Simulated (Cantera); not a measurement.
An adiabatic, constant-volume homogeneous reactor starts with C₃H₈ : O₂ : N₂ = 1 : 7.58 : 28.5 (molar parts), equivalence ratio 0.66, at 1150 K and 0.420 bar. Integrator tolerance rtol = 1e-08.

Cantera simulation using GRI-Mech 3.0 (53 species, 325 reactions); the numbers are that mechanism's predictions, not measurements. GRI-Mech 3.0 was tuned for natural gas; its chemistry of propane as a main component is partial and can be far from experiment.

Question: What does this change do: pressure from 0.420 bar to 20.0 bar?

Answer: 
| quantity | before | after |
|---|---|---|
| time of steepest temperature rise | 24.3 ms | 2.06 ms |
| temperature at 3.00 s | 2580 K | 2739 K |
| equilibrium temperature | 2580 K | 2739 K |
| x(C₃H₈) at 3.00 s | <1e-12 (gas-phase equilibrium <1e-12) | <1e-12 (gas-phase equilibrium <1e-12) |
| x(O₂) at 3.00 s | 0.0629 (gas-phase equilibrium 0.0629) | 0.0590 (gas-phase equilibrium 0.0590) |
| x(C₂H₂) at 3.00 s | <1e-12 (gas-phase equilibrium <1e-12) | <1e-12 (gas-phase equilibrium <1e-12) |
| x(CO₂) at 3.00 s | 0.0633 (gas-phase equilibrium 0.0633) | 0.0733 (gas-phase equilibrium 0.0733) |
| x(H₂O) at 3.00 s | 0.0925 (gas-phase equilibrium 0.0925) | 0.0993 (gas-phase equilibrium 0.0993) |
| x(H₂O₂) at 3.00 s | 1.92e-7 (gas-phase equilibrium 1.92e-7) | 1.91e-6 (gas-phase equilibrium 1.91e-6) |
The pressure lies above the range GRI-Mech 3.0 was tuned for (to about 10 atm).
